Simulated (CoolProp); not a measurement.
Vapour-liquid equilibrium of n-hexane (1) + dimethyl carbonate (2) at 155.55 °C; x and y are mole fractions of (1).

Computed with CoolProp (multi-fluid Helmholtz-energy mixture model, Thol 2019 and Zhou 2011; pair parameters Bell 2016).

```csv
x,bubble pressure (MPa),y at the bubble point,dew pressure at overall composition x (MPa),liquid density (mol/L)
0.05,0.6453,0.151,0.5898,9.398
0.15,0.7569,0.323,0.6444,8.836
0.25,0.8266,0.421,0.7069,8.326
0.35,0.8717,0.490,0.7762,7.866
0.45,0.9016,0.547,0.8464,7.455
0.55,0.9205,0.602,0.9028,7.090
0.65,0.9292,0.660,0.9285,6.769
0.75,0.9263,0.728,0.9229,6.489
0.85,0.9080,0.813,0.8966,6.249
0.95,0.8685,0.927,0.8591,6.042
```

y crosses x between x = 0.65 and 0.75: the model has an azeotrope there.

The pair parameters rest on a limited set of measurements; away from them the model extrapolates.
